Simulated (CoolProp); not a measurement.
The numbers come from the reference Helmholtz-energy equation of state, Lemmon 2013 in CoolProp.

For propylene, give the phase and the speed of sound (m/s) at 410.3 K and 0.101 MPa; 509.1 K and 0.101 MPa; 575 K and 0.101 MPa.


- 410.3 K and 0.101 MPa: gas; speed of sound 299
- 509.1 K and 0.101 MPa: gas; speed of sound 331
- 575 K and 0.101 MPa: gas; speed of sound 351
